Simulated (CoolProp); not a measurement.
Vapour-liquid equilibrium of toluene (1) + n-dodecane (2) at 99.25 °C; x and y are mole fractions of (1).

Values from CoolProp's multi-fluid Helmholtz-energy mixture model, Lemmon 2006 and Lemmon 2004; pair parameters Bell 2016.

```json
[
 {"x": "0.05", "bubble pressure, mixture model (MPa)": "0.004780", "bubble pressure, Raoult's law (MPa)": "0.005487", "y, mixture model": "0.610", "y, Raoult's law": "0.661"},
 {"x": "0.15", "bubble pressure, mixture model (MPa)": "0.01128", "bubble pressure, Raoult's law (MPa)": "0.01255", "y, mixture model": "0.852", "y, Raoult's law": "0.868"},
 {"x": "0.25", "bubble pressure, mixture model (MPa)": "0.01850", "bubble pressure, Raoult's law (MPa)": "0.01961", "y, mixture model": "0.921", "y, Raoult's law": "0.925"},
 {"x": "0.35", "bubble pressure, mixture model (MPa)": "0.02599", "bubble pressure, Raoult's law (MPa)": "0.02667", "y, mixture model": "0.951", "y, Raoult's law": "0.952"},
 {"x": "0.45", "bubble pressure, mixture model (MPa)": "0.03345", "bubble pressure, Raoult's law (MPa)": "0.03373", "y, mixture model": "0.968", "y, Raoult's law": "0.968"},
 {"x": "0.55", "bubble pressure, mixture model (MPa)": "0.04073", "bubble pressure, Raoult's law (MPa)": "0.04080", "y, mixture model": "0.978", "y, Raoult's law": "0.978"},
 {"x": "0.65", "bubble pressure, mixture model (MPa)": "0.04783", "bubble pressure, Raoult's law (MPa)": "0.04786", "y, mixture model": "0.985", "y, Raoult's law": "0.986"},
 {"x": "0.75", "bubble pressure, mixture model (MPa)": "0.05482", "bubble pressure, Raoult's law (MPa)": "0.05492", "y, mixture model": "0.991", "y, Raoult's law": "0.991"},
 {"x": "0.85", "bubble pressure, mixture model (MPa)": "0.06182", "bubble pressure, Raoult's law (MPa)": "0.06198", "y, mixture model": "0.995", "y, Raoult's law": "0.995"},
 {"x": "0.95", "bubble pressure, mixture model (MPa)": "0.06895", "bubble pressure, Raoult's law (MPa)": "0.06904", "y, mixture model": "0.998", "y, Raoult's law": "0.999"}
]
```

The largest gap from Raoult's law is -12.9 % in bubble pressure, at x = 0.05. No azeotrope shows between x = 0.05 and 0.95.

Pair parameters are fitted to limited data, so mixtures are less certain than the pure fluids.
